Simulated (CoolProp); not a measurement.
Vapour-liquid equilibrium of ethane (1) + n-pentane (2) at 258.5 K; x and y are mole fractions of (1).

The numbers come from the multi-fluid Helmholtz-energy mixture model, Bücker 2006 and Thol 2019; pair parameters Kunz 2012 in CoolProp.

Question: Give the bubble pressure and the first vapour's composition at x = 0.2, 0.35, 0.8. Is there an azeotrope?

Answer: x = 0.2: 0.3252 MPa, y = 0.966; x = 0.35: 0.5594 MPa, y = 0.981; x = 0.8: 1.266 MPa, y = 0.996. No azeotrope shows between x = 0.05 and 0.95.

The pair parameters rest on a limited set of measurements; away from them the model extrapolates.
